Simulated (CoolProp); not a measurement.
A Linde-Hampson liquefier for ethylene: isothermal reversible compression at 300 K from 1 atm to 25 MPa, throttling to 1 atm, return gas leaving the recuperator 5 K below the feed. Each further row changes one setting.

Values from CoolProp's reference Helmholtz-energy equation of state, Smukala 2000.

| case | liquid yield per pass | compression work (kJ/kg of gas) |
|---|---|---|
| as stated | (withheld) | 386 |
| high pressure 50 MPa | 0.460 | 441 |
| warm-end temperature 330 K | (withheld) | (withheld) |
| warm-end gap 10 K | 0.469 | 386 |

### Question
Some entries are withheld; supply them.

### Answer

- as stated, liquid yield per pass: 0.475
- warm-end temperature 330 K, liquid yield per pass: 0.392
- warm-end temperature 330 K, compression work (kJ/kg of gas): 454
